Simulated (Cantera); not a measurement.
Cantera run:

```python
import numpy as np
import cantera as ct

gas_names = [...]  # 123 gases of nasa_gas.yaml made of C, H, O, Si
cond_names = """
    C(gr) C6H6(L) C7H8(L) C8H18(L),n-octa H2O(s) H2O(L) Si(cr) Si(L) SiC(b) SiO2(Lqz) SiO2(hqz) SiO2(L)
""".split()


# ... load() reads the species with a 1 bar reference pressure and builds the phases ...
atoms = {
    'Si': {'Si': 1},
    'CO2': {'C': 1, 'O': 2},
    'H2': {'H': 2},
}
top_T = {'C(gr)': 4500, 'SiC(b)': 3050}  # K; cautious upper limits of use, not melting points


# ... equilibrate(T, P, feed) seeds the gas with the atoms and calls Mixture.equilibrate('TP', solver="vcs", rtol=1e-11, max_steps=5000) ...
results = []
feed = {'Si': 1, 'CO2': 0.019, 'H2': 19}  # mol
T = 1700  # K
P = 1333.22  # Pa
mix = equilibrate(T, P, feed)
results.append((T, P, feed, dict(zip(mix.species_names, mix.species_moles))))
print(gas.report(threshold=0.0001))
for i in range(1, mix.n_phases):
    print(f"{mix.phase(i).name:16s} {mix.phase_moles(i):12.5e} mol")
```

It prints:

```
       temperature   1700 K
          pressure   1333.2 Pa
           density   0.00019798 kg/m^3
  mean mol. weight   2.099 kg/kmol
   phase of matter   gas

                          1 kg             1 kmol
                     ---------------   ---------------
          enthalpy        2.0478e+07        4.2984e+07  J
   internal energy        1.3745e+07         2.885e+07  J
           entropy        1.0445e+05        2.1924e+05  J/K
    Gibbs function       -1.5708e+08       -3.2972e+08  J
 heat capacity c_p             15781             33124  J/K
 heat capacity c_v             11820             24810  J/K

                      mass frac. Y      mole frac. X     chem. pot. / RT
                     ---------------   ---------------   ---------------
                CO         0.0013577        0.00010174           -48.492
                 H         0.0006118          0.001274           -11.648
                H2           0.95725           0.99666           -23.296
               SiO          0.039754         0.0018928           -46.775
     [ +119 minor]         0.0010305        7.5011e-05

C(gr)             0.00000e+00 mol
Si(L)             9.45452e-01 mol
SiC(b)            1.70510e-02 mol
SiO2(L)           0.00000e+00 mol
```

Method: chemical equilibrium by Gibbs-energy minimisation in Cantera with the NASA 1993 tables (ideal gas, pure condensed phases). Mutual solubility and eutectic melting of coexisting phases are not modelled. Gases not in the tables: Si2H6 and higher silanes.
